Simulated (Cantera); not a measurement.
Cantera run:

```python
import numpy as np
import cantera as ct

gas_names = """
    H H2 N NH NH2 NH3 N2 N2H2 N2H4 Si SiH SiH2 SiH3 SiH4 SiN Si2 Si2N Si3
""".split()
cond_names = """
    Si(cr) Si(L) Si3N4(a)
""".split()


def load(file, names, dense=False):
    # The tables refer to 1 bar. Condensed volumes are neglected.
    table = {s.name: s for s in ct.Species.list_from_file(file)}
    out = []
    for n in names:
        d = dict(table[n].input_data)
        d["thermo"] = dict(d["thermo"], **{"reference-pressure": 1e5})
        if dense:
            d["equation-of-state"] = {"model": "constant-volume", "density": "1e6 g/cm^3"}
        out.append(ct.Species.from_dict(d))
    return out


gas = ct.Solution(thermo="ideal-gas", species=load("nasa_gas.yaml", gas_names))
cond = {s.name: ct.Solution(thermo="fixed-stoichiometry", species=[s], name=s.name)
        for s in load("nasa_condensed.yaml", cond_names, dense=True)}
atoms = {
    'trisilylamine': {'Si': 3, 'N': 1, 'H': 9},
    'NH3': {'N': 1, 'H': 3},
    'N2': {'N': 2},
}
top_T = {'Si3N4(a)': 2400}  # K; cautious upper limits of use, not melting points


def equilibrate(T, P, feed):
    n = {}
    for name, mol in feed.items():
        for a, k in atoms[name].items():
            n[a] = n.get(a, 0.0) + k * mol
    gas.TPX = T, P, n
    mass = sum(n.values()) * gas.mean_molecular_weight
    gas.equilibrate("TP")
    valid = [c for c in cond.values() if c.min_temp <= T <= top_T.get(c.name, c.max_temp)]
    mix = ct.Mixture([(gas, mass / gas.mean_molecular_weight)] + [(c, 0.0) for c in valid])
    mix.T, mix.P = T, P
    mix.equilibrate("TP", solver="vcs", rtol=1e-11, max_steps=5000)
    return mix


results = []
feed = {'trisilylamine': 1, 'NH3': 0.36, 'N2': 10}  # mol
T = 923.15  # K
P = 190  # Pa
mix = equilibrate(T, P, feed)
results.append((T, P, feed, dict(zip(mix.species_names, mix.species_moles))))
print(gas.report(threshold=0.0001))
for i in range(1, mix.n_phases):
    print(f"{mix.phase(i).name:16s} {mix.phase_moles(i):12.5e} mol")
```

Result:

```
       temperature   923.15 K
          pressure   190 Pa
           density   0.00045705 kg/m^3
  mean mol. weight   18.464 kg/kmol
   phase of matter   gas

                          1 kg             1 kmol
                     ---------------   ---------------
          enthalpy        1.0154e+06        1.8749e+07  J
   internal energy        5.9974e+05        1.1073e+07  J
           entropy             14107        2.6046e+05  J/K
    Gibbs function       -1.2007e+07       -2.2169e+08  J
 heat capacity c_p            1703.3             31450  J/K
 heat capacity c_v              1253             23136  J/K

                      mass frac. Y      mole frac. X     chem. pot. / RT
                     ---------------   ---------------   ---------------
                H2           0.04011           0.36735           -24.578
                N2           0.95989           0.63265           -31.383
     [  +16 minor]        3.1328e-07        3.4284e-07

Si(cr)            0.00000e+00 mol
Si3N4(a)          1.00000e+00 mol
```

Method: chemical equilibrium by Gibbs-energy minimisation in Cantera with the NASA 1993 tables (ideal gas, pure condensed phases). The feed counts by its element totals alone.
